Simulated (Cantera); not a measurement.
Charge: 1 mol SiC, 0.011 mol O2, 57 mol H2, 0.047 mol N2O, held at 1425 °C and 0.00330 Torr.

Method: chemical equilibrium by Gibbs-energy minimisation in Cantera with the NASA 1993 tables (ideal gas, pure condensed phases). Candidate condensed phases: C, C6H6, C7H8, C8H18, H2O, Si, SiC, SiO2, Si2N2O, Si3N4; 151 gas species. Kinetics and transport are ignored.

Base state: H2 0.929, H 0.0665, Si 0.00219, CO 0.00116, N2 0.000745, HCN 9.53e-5, C2H2 (acetylene) 6.70e-5, SiC2 1.70e-5 (mole fractions); condensed: C(graphite) + SiC(s).

Task: What changes in the equilibrium state with this change: temperature from 1425 °C to 1302 °C?

Result: 
| species | before | after |
|---|---|---|
| H2 | 0.929 | 0.977 |
| H | 0.0665 | 0.0196 |
| CO | 0.00116 | 0.00105 |
| Si | 0.00219 | 0.000907 |
| SiC2 | 1.70e-5 | 5.60e-8 |
| C2H2 (acetylene) | 6.70e-5 | 3.96e-7 |
| SiO | 4.72e-6 | 0.000144 |
| C(graphite), mol | 0.0478 | 0 |
| SiC(s), mol | 0.867 | 0.939 |
